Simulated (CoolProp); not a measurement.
A closed Brayton cycle with nitrogen: compressor inlet 310.15 K and 7.7 MPa, high pressure 22.1 MPa, turbine inlet 810 K, compressor efficiency 0.85, turbine efficiency 0.93, recuperator effectiveness 0.9 (on enthalpy, no pinch check). Each further row changes one setting.

Computed with CoolProp (reference Helmholtz-energy equation of state, Span 2000).

```json
[
 {"case": "as stated", "thermal efficiency (%)": "31.7", "net work (kJ/kg)": "76.7", "compressor to turbine work": "0.65", "compressor exit (K)": "440.3", "turbine exit (K)": "622.9"},
 {"case": "turbine inlet 760 K", "thermal efficiency (%)": "28.3", "net work (kJ/kg)": "(withheld)", "compressor to turbine work": "(withheld)", "compressor exit (K)": "440.3", "turbine exit (K)": "(withheld)"},
 {"case": "compressor inlet 320.15 K", "thermal efficiency (%)": "30.0", "net work (kJ/kg)": "71.9", "compressor to turbine work": "0.67", "compressor exit (K)": "(withheld)", "turbine exit (K)": "622.9"},
 {"case": "high pressure 18.8 MPa", "thermal efficiency (%)": "(withheld)", "net work (kJ/kg)": "71.8", "compressor to turbine work": "(withheld)", "compressor exit (K)": "(withheld)", "turbine exit (K)": "648.7"},
 {"case": "recuperator effectiveness 0.5", "thermal efficiency (%)": "(withheld)", "net work (kJ/kg)": "76.7", "compressor to turbine work": "0.65", "compressor exit (K)": "440.3", "turbine exit (K)": "622.9"}
]
```

### Question
Some entries are withheld; supply them.

### Answer

- turbine inlet 760 K, net work (kJ/kg): 63.3
- turbine inlet 760 K, compressor to turbine work: 0.69
- turbine inlet 760 K, turbine exit (K): 582.7
- compressor inlet 320.15 K, compressor exit (K): 454.4
- high pressure 18.8 MPa, thermal efficiency (%): 33.0
- high pressure 18.8 MPa, compressor to turbine work: 0.62
- high pressure 18.8 MPa, compressor exit (K): 417.7
- recuperator effectiveness 0.5, thermal efficiency (%): 23.9
